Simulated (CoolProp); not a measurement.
Properties of nitrogen along the isobar 1.01 bar (Tc = -147.0 °C, pc = 33.96 bar, ω = 0.037).

Model: reference Helmholtz-energy equation of state, Span 2000, in CoolProp.

```
T (°C)   phase  cp (kJ/(kg K))  expansivity (1/kK)
-------  -----  --------------  ------------------
-151.85    gas               …               8.523
-144.15    gas           1.054               7.972
-136.55    gas           1.051               7.497
-128.95    gas               …               7.079
-121.35    gas           1.048               6.706
-113.65    gas           1.047               6.368
-106.05    gas               …               6.067
-98.45     gas           1.045               5.794
-90.85     gas           1.045               5.545
-83.15     gas           1.044               5.314
-75.55     gas           1.044               5.104
-67.95     gas           1.043               4.911
-60.25     gas           1.043               4.730
-52.65     gas           1.043               4.564
-45.05     gas           1.042               4.409
```

Task: Fill in the missing entries.

Result: 
- -151.85, cp (kJ/(kg K)): 1.057
- -128.95, cp (kJ/(kg K)): 1.050
- -106.05, cp (kJ/(kg K)): 1.046
